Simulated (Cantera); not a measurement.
A Cantera script and what it prints.

```python
import numpy as np
import cantera as ct

gas_names = [...]  # 123 gases of nasa_gas.yaml made of C, H, O, Si
cond_names = """
    C(gr) C6H6(L) C7H8(L) C8H18(L),n-octa H2O(s) H2O(L) Si(cr) Si(L) SiC(b) SiO2(Lqz) SiO2(hqz) SiO2(L)
""".split()


# ... load() reads the species with a 1 bar reference pressure and builds the phases ...
atoms = {
    'Si': {'Si': 1},
    'CO2': {'C': 1, 'O': 2},
    'H2': {'H': 2},
}
top_T = {'C(gr)': 4500, 'SiC(b)': 3050}  # K; cautious upper limits of use, not melting points


# ... equilibrate(T, P, feed) seeds the gas with the atoms and calls Mixture.equilibrate('TP', solver="vcs", rtol=1e-11, max_steps=5000) ...
results = []
feed = {'Si': 1, 'CO2': 0.099, 'H2': 990}  # mol
P = 13332.2  # Pa
for T in [1625, 1675, 1725, 1775, 1825, 1875, 1925, 1975, 2025, 2075, 2125]:
    mix = equilibrate(T, P, feed)
    results.append((T, P, feed, dict(zip(mix.species_names, mix.species_moles))))

top = {s: max(r[3][s] / sum(r[3][g] for g in gas_names) for r in results) for s in gas_names}
cols = sorted((s for s in top if top[s] > 0.001), key=lambda s: -top[s])[:8]
seen = [c for c in cond_names if any(r[3].get(c, 0) > 1e-12 for r in results)]
print("log10 of partial pressures in bar; condensed amounts in mol")
print(f"{'T/K':>10s}" + "".join(f"{s[:9]:>10s}" for s in cols + seen))
for T, P, feed, n in results:
    ng = sum(n[g] for g in gas_names)
    print(f"{T:10.4g}" + "".join(f"{np.log10(max(n[s] / ng * P / 1e5, 1e-99)):10.3f}" for s in cols)
          + "".join(f"{n.get(c, 0):10.4g}" for c in seen))
```

Result:

```
log10 of partial pressures in bar; condensed amounts in mol
       T/K        H2         H    Si(cr)     Si(L)    SiC(b)
      1625    -0.875    -4.589    0.7122         0   0.08892
      1675    -0.875    -4.373    0.7068         0   0.08776
      1725    -0.875    -4.169         0    0.7002   0.08476
      1775    -0.876    -3.976         0     0.689   0.08012
      1825    -0.876    -3.794         0    0.6656   0.07419
      1875    -0.876    -3.621         0    0.6204   0.06658
      1925    -0.876    -3.458         0    0.5373   0.05659
      1975    -0.877    -3.302         0    0.3901   0.04285
      2025    -0.878    -3.155         0    0.1376   0.02271
      2075    -0.879    -3.014         0         0         0
      2125    -0.880    -2.880         0         0         0
```

Method: chemical equilibrium by Gibbs-energy minimisation in Cantera with the NASA 1993 tables (ideal gas, pure condensed phases). Mutual solubility and eutectic melting of coexisting phases are not modelled. Gases not in the tables: Si2H6 and higher silanes.
